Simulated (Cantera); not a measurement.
A freely propagating, adiabatic, planar premixed flame of H₂ : O₂ : N₂ = 1 : 0.294 : 1.11 (molar parts), equivalence ratio 1.7, unburnt at 700 K and 120000 Pa; mixture-averaged transport, grid criteria slope 0.08 and curve 0.16, no radiation.

Model: the H2/O2 subset of GRI-Mech 3.0, which has no nitrogen chemistry, integrated in Cantera. Burning velocities carry a grid error of a few per cent, more on coarse grids.

Q: What does this change do: inlet temperature 700 to 500 K?

A: 
```csv
quantity,before,after
laminar burning velocity,1210 cm/s,681 cm/s
thermal thickness,0.381 mm,0.328 mm
peak x(O),0.00661,0.00519
peak x(HO₂),0.000233,0.000398
peak x(H),0.0992,0.0844
```
